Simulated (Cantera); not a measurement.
# Moist CO burnout

A perfectly stirred reactor is fed with 0.452 % CO, 3.08 % O₂, 0.298 % H₂O, 96.2 % N₂, at 10.0 bar; it is held at 1100 K, and followed from long to short residence time.

Detailed kinetics in Cantera: GRI-Mech 3.0 (53 species, 325 reactions).

```
τ (s)       x CO    x O₂    x H₂O    x H₂O₂     x CO₂
------  --------  ------  -------  --------  --------
6.4     0.000486  0.0288  0.00299   1.86e-8   0.00404
1.6      0.00119  0.0292  0.00299   5.24e-8   0.00334
0.40     0.00241  0.0297  0.00298   1.09e-7   0.00211
0.10     0.00364  0.0303  0.00298   1.55e-7  0.000879
0.025    0.00428  0.0307  0.00298   1.51e-7  0.000243
0.0064   0.00448  0.0308  0.00298   6.99e-8   4.12e-5
0.0016   0.00452  0.0308  0.00298  8.77e-11   3.58e-7
```
x: mole fraction; the columns are a selection and need not sum to one.
